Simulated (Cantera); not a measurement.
An isothermal, constant-pressure homogeneous reactor starts with 23.8 % C₂H₄, 76.2 % H₂, at 1748 K and 0.0563 atm.

Cantera simulation using GRI-Mech 3.0 (53 species, 325 reactions); the numbers are that mechanism's predictions, not measurements. GRI-Mech 3.0 was tuned for natural gas; its chemistry of ethylene as a main component is partial and can be far from experiment. GRI-Mech 3.0 stops at C3 and has no aromatics, soot or wall deposition, so with more carbon than oxygen in the feed, carbon stays in small species such as C2H2 where larger ones or solid carbon would form.

x: mole fraction; the columns are a selection and need not sum to one.

```tsv
t (s)	x C₂H₄	x H₂	x C₂H₆	x CH₄	x CH₃
0.000400	0.227	0.764	(withheld)	6.32e-7	4.36e-8
0.00189	0.178	0.773	(withheld)	1.52e-5	1.88e-7
0.00894	0.0482	0.798	(withheld)	8.14e-5	2.84e-7
0.0423	0.000302	0.807	9.10e-9	0.000121	2.20e-6
0.200	0.000297	0.807	9.44e-9	0.000203	4.41e-6
0.946	0.000296	0.806	(withheld)	0.000573	1.25e-5
4.47	0.000296	0.806	(withheld)	0.00143	3.10e-5
21.1	0.000296	0.806	2.33e-8	0.00155	3.36e-5
100	0.000296	0.806	2.33e-8	0.00155	3.36e-5
```

Task: Complete the blanks.

Result: 
- 0.000400, x C₂H₆: 3.00e-7
- 0.00189, x C₂H₆: 1.08e-6
- 0.00894, x C₂H₆: 4.64e-7
- 0.946, x C₂H₆: 1.11e-8
- 4.47, x C₂H₆: 2.12e-8
